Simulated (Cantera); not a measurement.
Feed: 1 mol Si, 2.6 mol H2O, 1.3 mol N2, 1.2 mol CO2, held at 1052 °C and 38.3 Torr.

Equilibrium computed with Cantera from the NASA thermochemical tables; the gas is ideal and each condensed phase is pure. The tables hold silica as quartz up to 1696 K and as liquid above; real silica turns to tridymite and cristobalite and melts near 1996 K. Gases not in the tables: Si(OH)4. Equilibrium is a limit: real reactors are often held back by kinetics, nucleation or transport.

```tsv
species	before	after
N2	0.255	0.410
CO	0.148	0.379
H2	0.244	0.211
H2O	0.266	2.93e-5
CO2	0.0869	2.82e-5
HCN	3.24e-9	7.68e-5
CH4	1.02e-9	1.53e-5
SiO2(β-quartz), mol	1.00	0.923
C(graphite), mol	0	0.0347
Si2N2O(s), mol	0	0.0384
```
Gas species are given as mole fractions.

**Question.** What was changed between the two runs?
(A) temperature from 1052 °C to 727 °C
(B) H2O from 2.6 to 0.65 mol
(C) temperature from 1052 °C to 1950 °C
(D) H2O from 2.6 to 0.0021 mol

**Answer.** B, H2O from 2.6 to 0.65 mol. N2 is the only nitrogen source here; it is nearly inert below about 1500 K, so the nitride shown seldom forms there in practice. Mutual solubility and eutectic melting of coexisting phases are not modelled
